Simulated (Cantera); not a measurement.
Input (Python, Cantera) and output of one run.

```python
import numpy as np
import cantera as ct

gas_names = """
    Cu CuF CuF2 Cu2 F F2 N NF NF2 NF3 N2
""".split()
cond_names = """
    Cu(cr) Cu(L) CuF2(s) CuF2(L)
""".split()


def load(file, names, dense=False):
    # The tables refer to 1 bar. Condensed volumes are neglected.
    table = {s.name: s for s in ct.Species.list_from_file(file)}
    out = []
    for n in names:
        d = dict(table[n].input_data)
        d["thermo"] = dict(d["thermo"], **{"reference-pressure": 1e5})
        if dense:
            d["equation-of-state"] = {"model": "constant-volume", "density": "1e6 g/cm^3"}
        out.append(ct.Species.from_dict(d))
    return out


gas = ct.Solution(thermo="ideal-gas", species=load("nasa_gas.yaml", gas_names))
cond = {s.name: ct.Solution(thermo="fixed-stoichiometry", species=[s], name=s.name)
        for s in load("nasa_condensed.yaml", cond_names, dense=True)}
atoms = {
    'Cu': {'Cu': 1},
    'F2': {'F': 2},
    'N2': {'N': 2},
}
top_T = {}  # K; cautious upper limits of use, not melting points


def equilibrate(T, P, feed):
    n = {}
    for name, mol in feed.items():
        for a, k in atoms[name].items():
            n[a] = n.get(a, 0.0) + k * mol
    gas.TPX = T, P, n
    mass = sum(n.values()) * gas.mean_molecular_weight
    gas.equilibrate("TP")
    valid = [c for c in cond.values() if c.min_temp <= T <= top_T.get(c.name, c.max_temp)]
    mix = ct.Mixture([(gas, mass / gas.mean_molecular_weight)] + [(c, 0.0) for c in valid])
    mix.T, mix.P = T, P
    mix.equilibrate("TP", solver="vcs", rtol=1e-11, max_steps=5000)
    return mix


results = []
feed = {'Cu': 1, 'F2': 0.84, 'N2': 0.23}  # mol
P = 34000  # Pa
for T in [650, 700, 750, 800, 850, 900, 950, 1000, 1050, 1100, 1150, 1200, 1250, 1300]:
    mix = equilibrate(T, P, feed)
    results.append((T, P, feed, dict(zip(mix.species_names, mix.species_moles))))

top = {s: max(r[3][s] / sum(r[3][g] for g in gas_names) for r in results) for s in gas_names}
cols = sorted((s for s in top if top[s] > 0.0001), key=lambda s: -top[s])[:8]
seen = [c for c in cond_names if any(r[3].get(c, 0) > 1e-12 for r in results)]
print("log10 of partial pressures in bar; condensed amounts in mol")
print(f"{'T/K':>10s}" + "".join(f"{s[:9]:>10s}" for s in cols + seen))
for T, P, feed, n in results:
    ng = sum(n[g] for g in gas_names)
    print(f"{T:10.4g}" + "".join(f"{np.log10(max(n[s] / ng * P / 1e5, 1e-99)):10.3f}" for s in cols)
          + "".join(f"{n.get(c, 0):10.4g}" for c in seen))
```

It prints:

```
log10 of partial pressures in bar; condensed amounts in mol
       T/K        N2       CuF      CuF2    Cu(cr)   CuF2(s)   CuF2(L)
       650    -0.469   -11.876   -12.211      0.16      0.84         0
       700    -0.469   -10.435   -10.701      0.16      0.84         0
       750    -0.469    -9.191    -9.400      0.16      0.84         0
       800    -0.469    -8.107    -8.268      0.16      0.84         0
       850    -0.469    -7.154    -7.275      0.16      0.84         0
       900    -0.469    -6.311    -6.398      0.16      0.84         0
       950    -0.469    -5.559    -5.618      0.16      0.84         0
      1000    -0.469    -4.886    -4.921      0.16      0.84         0
      1050    -0.469    -4.280    -4.294      0.16    0.8399         0
      1100    -0.469    -3.731    -3.728    0.1599    0.8398         0
      1150    -0.470    -3.279    -3.308    0.1598         0    0.8395
      1200    -0.472    -2.877    -2.947    0.1595         0    0.8388
      1250    -0.476    -2.510    -2.618    0.1589         0    0.8373
      1300    -0.484    -2.173    -2.318    0.1576         0    0.8343
```

Equilibrium computed with Cantera from the NASA thermochemical tables; the gas is ideal and each condensed phase is pure. Mutual solubility and eutectic melting of coexisting phases are not modelled.
